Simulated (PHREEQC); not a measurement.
Solution (25 °C): 120 mmol/kgw TMAH, 0.68 mmol/kgw H4SiO4 and 2.3 mmol/kgw KH2PO4. Closed to the air; pH follows from the charge balance.

Equilibrium calculation in PHREEQC: ion-association model, phreeqc.dat.

| quantity | before | after |
|---|---|---|
| pH | 12.93 | 11.51 |
| ionic strength (mol/kgw) | 0.129 | 0.128 |
| PO4-3 (mol/kgw) | 0.00217 | 0.00153 |
| H3SiO4- (mol/kgw) | 0.000308 | 0.000407 |
| HPO4-2 (mol/kgw) | 0.000125 | 0.000773 |
| KHPO4- (mol/kgw) | 1.87e-7 | 1.03e-6 |
| SI of Quartz (SiO2) | -2.75 | -2.50 |

What was changed between the two runs?
A) TMAH replaced by (CH3)4NF at the same molality
B) temperature from 25 to 80 °C
C) H4SiO4 from 0.00068 to 0.000748 mol/kgw
D) temperature from 25 to 70 °C
E) H4SiO4 from 0.00068 to 0.00034 mol/kgw

B, temperature from 25 to 80 °C

Precipitation was switched off in this run. (CH3)4N+ isn't in the database: it is added as a free cation with an ion size of 4 Å. At this temperature some constants are extrapolated from 25 °C, and those without enthalpy data are left unchanged.
